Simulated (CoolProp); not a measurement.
The fluid at 298.15 K and 4.28 MPa flows at 0.16 m/s in a round tube of 20 mm bore and 45 µm roughness, fully developed (64/Re and Nu = 3.66 if laminar; Colebrook and Gnielinski if turbulent). The same conditions are run with several fluids, on thermodynamics alone (safety and materials aside).

The numbers come from the reference Helmholtz-energy equation of state of each fluid (CF4 (R14): Platzer 1990; normal hydrogen: Leachman 2009; dry air: Lemmon 2000; C2F6 (R116): Lemmon 2006; nitrogen: Span 2000) in CoolProp. The equations of Platzer and Polt are older, rougher fits. Blends and air are pseudo-pure fits.

```tsv
fluid	Reynolds number	Darcy friction factor	pressure drop (Pa/m)	heat-transfer coefficient (W/(m² K))	mass flow (kg/h)
CF4 (R14)	28000	0.0288	3.32	87.0	32.6
normal hydrogen	?	0.0527	0.114	34.8	0.614
dry air	8420	0.0354	1.14	40.0	9.13
C2F6 (R116)	43800	?	16.3	479	168
nitrogen	8400	0.0354	?	?	8.79
```

Problem. What belongs in the gaps?

Solution. 
- normal hydrogen, Reynolds number: 1220
- C2F6 (R116), Darcy friction factor: 0.0274
- nitrogen, pressure drop (Pa/m): 1.10
- nitrogen, heat-transfer coefficient (W/(m² K)): 39.7

Transport values come from each fluid's own correlations; those of CF4 (R14), C2F6 (R116) are estimates that may be off by 10 % or more.
